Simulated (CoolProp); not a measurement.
Vapour-liquid equilibrium of ethanol (1) + n-hexane (2) at 112.95 °C; x and y are mole fractions of (1).

Computed with CoolProp (multi-fluid Helmholtz-energy mixture model, Schroeder 2014 and Thol 2019; pair parameters Bell 2016).

```tsv
x	bubble pressure, mixture model (kPa)	bubble pressure, Raoult's law (kPa)	y, mixture model	y, Raoult's law
0.05	401.3	339.5	0.176	0.051
0.2	487.9	340.1	0.376	0.202
0.35	509.7	340.7	0.440	0.353
0.5	512.7	341.4	0.476	0.503
0.65	503.7	342.0	0.525	0.653
0.8	468.1	342.6	0.625	0.802
0.95	383.6	343.3	0.860	0.951
```

The largest gap from Raoult's law is +50.2 % in bubble pressure, at x = 0.5. y crosses x between x = 0.35 and 0.5: the model has an azeotrope there.

Pair parameters are fitted to limited data, so mixtures are less certain than the pure fluids. With so large a gap from Raoult's law the liquid may split in two, which this calculation doesn't test in full.
